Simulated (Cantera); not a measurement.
A diamond (100) surface in a fixed gas of H2 with x(CH4) = 0.0051, x(H) = 0.00071, x(CH3) = 1.5e-05, 0.0920 bar; coverages are run to steady state.

Computed with Cantera and the Harris–Goodwin 1993 mechanism for the reconstructed diamond (100) surface.

θ: site fractions in the mechanism's names (c6HH fully hydrogenated, c6H* and c6*H radical sites, c6** diradical, c6HM methylated).

| T (K) | growth (µm/h) | θ c6HH | θ c6H* | θ c6*H | θ c6** | θ c6HM |
|---|---|---|---|---|---|---|
| 950 | (withheld) | 0.635 | 0.0138 | 0.328 | 0.00612 | 0.0131 |
| 1025 | (withheld) | 0.575 | 0.0201 | 0.384 | 0.0100 | 0.00771 |
| 1100 | (withheld) | 0.525 | 0.0271 | 0.429 | 0.0145 | 0.00291 |
| 1175 | (withheld) | 0.484 | 0.0343 | 0.461 | 0.0190 | 0.000694 |
| 1250 | (withheld) | 0.456 | 0.0412 | 0.480 | 0.0226 | 0.000144 |
| 1325 | (withheld) | 0.440 | 0.0475 | 0.487 | 0.0251 | 3.06e-5 |
| 1400 | (withheld) | 0.436 | 0.0530 | 0.485 | 0.0263 | 6.77e-6 |

Task: What belongs in the gaps?

Result: 
- 950, growth (µm/h): 0.528
- 1025, growth (µm/h): 0.608
- 1100, growth (µm/h): 0.428
- 1175, growth (µm/h): 0.213
- 1250, growth (µm/h): 0.134
- 1325, growth (µm/h): 0.111
- 1400, growth (µm/h): 0.0714
